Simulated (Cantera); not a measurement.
Charge: 1 mol CsCl, 2.2 mol H₂O, 23 mol H₂, equilibrated at 2050 K and 75.0 Torr.

These are equilibrium values from Cantera (NASA tables, ideal gas, pure condensed phases), not measurements of a reactor. Candidate condensed phases: Cs, CsCl, CsOH, H₂O; 22 gas species. Kinetics and transport are ignored.

Base state: H₂ 0.867, H₂O 0.0829, CsCl 0.0330, H 0.00668, HCl 0.00488, Cs 0.00440, CsOH 0.000515, OH 6.98e-5 (mole fractions); condensed: gas only.

Q: What changes in the equilibrium state with this change: H₂O from 2.2 to 5.5 mol?

A: 
```tsv
species	before	after
H₂	0.867	0.771
H₂O	0.0829	0.184
CsCl	0.0330	0.0290
OH	6.98e-5	0.000165
CsOH	0.000515	0.00103
Cs	0.00440	0.00374
```

Q: What changes in the equilibrium state with this change: pressure from 75.0 Torr to 7.50 Torr?

A: 
```csv
species,before,after
H₂,0.867,0.851
H₂O,0.0829,0.0822
CsCl,0.0330,0.0296
H,0.00668,0.0209
Cl,2.78e-5,0.000143
OH,6.98e-5,0.000221
CsOH,0.000515,0.000286
Cs,0.00440,0.00770
```
